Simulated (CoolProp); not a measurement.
A closed Brayton cycle with carbon dioxide: compressor inlet 311.15 K and 9.8 MPa, high pressure 33.1 MPa, turbine inlet 920 K, compressor efficiency 0.89, turbine efficiency 0.85, recuperator effectiveness 0 (on enthalpy, no pinch check). Each further row changes one setting.

Values from CoolProp's reference Helmholtz-energy equation of state, Span 1996.

```
case                           thermal efficiency (%)  net work (kJ/kg)  compressor to turbine work  compressor exit (K)  turbine exit (K)
-----------------------------  ----------------------  ----------------  --------------------------  -------------------  ----------------
as stated                                        16.4               133                        0.21                349.8             773.0
turbine inlet 870 K                              16.4               ___                        0.23                349.8               ___
compressor inlet 321.15 K                        16.4               119                         ___                  ___             773.0
high pressure 28.1 MPa                           14.5               119                         ___                  ___               ___
recuperator effectiveness 0.5                     ___               133                        0.21                349.8             773.0
```

Some entries are withheld; supply them.


- turbine inlet 870 K, net work (kJ/kg): 122
- turbine inlet 870 K, turbine exit (K): 727.8
- compressor inlet 321.15 K, compressor to turbine work: 0.29
- compressor inlet 321.15 K, compressor exit (K): 394.5
- high pressure 28.1 MPa, compressor to turbine work: 0.19
- high pressure 28.1 MPa, compressor exit (K): 343.6
- high pressure 28.1 MPa, turbine exit (K): 792.0
- recuperator effectiveness 0.5, thermal efficiency (%): 24.0
